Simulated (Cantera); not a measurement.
An isothermal, constant-pressure homogeneous reactor starts with N₂O = 1 (molar parts), at 1300 K and 1.01 bar.

Computed with Cantera and GRI-Mech 3.0 (53 species, 325 reactions). GRI-Mech 3.0 was tuned for natural gas; its chemistry of N2O as a main component is partial and can be far from experiment. The mechanism lacks the step 2 NO + O2 → 2 NO2, which can matter for NO2 below about 1400 K. The temperature is held fixed by assumption; the heat of reaction is taken as removed at once.

One state of this run: x N₂O = 0.404; x NO₂ = 0.000505; x NO = 0.0541; x N₂ = 0.370; x O = 5.07e-6. x: mole fraction; the columns are a selection and need not sum to one.

Problem. Which value of t (s) does it belong to?
A. 0.00548
B. 0.0187
C. 0.000137
D. 0.219

Solution. D, 0.219
